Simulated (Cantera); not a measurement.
Feed: 1 mol CH3SiCl3, 0.0053 mol C2H4, 860 mol H2, equilibrated at 2523.15 K and 1.00 Torr.

Equilibrium computed with Cantera from the NASA thermochemical tables; the gas is ideal and each condensed phase is pure. Candidate condensed phases: C, C6H6, C7H8, C8H18, Si, SiC; 109 gas species. The feed counts by its element totals alone. Equilibrium is a limit: real reactors are often held back by kinetics, nucleation or transport.

Base state: H 0.524, H2 0.473, HCl 0.00144, Cl 0.00112, Si 0.000833, C2H2 (acetylene) 0.000350, C 4.26e-5, C2H 2.92e-5 (mole fractions); condensed: gas only.

Q: What changes in the equilibrium state with this change: temperature from 2523.15 K to 2123.15 K?

A: 
```
species    before     after
-------  --------  --------
H2          0.473     0.902
H           0.524    0.0934
HCl       0.00144   0.00307
Si       0.000833   0.00105
C         4.26e-5   1.65e-7
C2H       2.92e-5   1.52e-6
Cl        0.00112  0.000234
SiH       5.34e-6   1.88e-5
```

Q: What changes in the equilibrium state with this change: temperature from 2523.15 K to 2298 K?

A: 
```json
[
 {"species": "H2", "before": "0.473", "after": "0.766"},
 {"species": "H", "before": "0.524", "after": "0.230"},
 {"species": "HCl", "before": "0.00144", "after": "0.00253"},
 {"species": "Si", "before": "0.000833", "after": "0.000990"},
 {"species": "C", "before": "4.26e-5", "after": "2.34e-6"},
 {"species": "C2H", "before": "2.92e-5", "after": "6.57e-6"},
 {"species": "SiH", "before": "5.34e-6", "after": "1.17e-5"},
 {"species": "Cl", "before": "0.00112", "after": "0.000545"}
]
```
